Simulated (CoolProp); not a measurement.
Properties of nitrogen along the isotherm 137.5 K (Tc = 126.2 K, pc = 33.96 bar, ω = 0.037).

Values from CoolProp's reference Helmholtz-energy equation of state, Span 2000.

```
p (bar)          phase  density (kg/m³)  cv (kJ/(kg K))  isothermal compressibility (1/MPa)  viscosity (µPa s)  conductivity (mW/(m K))
-------  -------------  ---------------  --------------  ----------------------------------  -----------------  -----------------------
4.63               gas            11.76          0.7552                               2.242               9.47                     13.2
9.26               gas            24.48          0.7698                               1.169               9.67                     13.7
13.9               gas            38.38          0.7862                              0.8180               9.90                     14.4
18.5               gas            53.58          0.8045                              0.6506               10.2                     15.2
23.2               gas            71.00          0.8259                              0.5560               10.5                     16.3
27.8               gas            90.49          0.8502                              0.5039               10.9                     17.6
32.4               gas            113.3          0.8789                              0.4789               11.5                     19.4
37       supercritical            141.1          0.9137                              0.4773               12.2                     21.8
41.7     supercritical            177.3          0.9568                              0.4995               13.2                     25.5
46.3     supercritical            224.9           1.003                              0.5310               14.9                     30.9
50.9     supercritical            285.7           1.028                              0.4848               17.6                     37.5
```

Viscosity comes from a separate model (Lemmon 2004). Thermal conductivity comes from a separate model (Lemmon 2004).
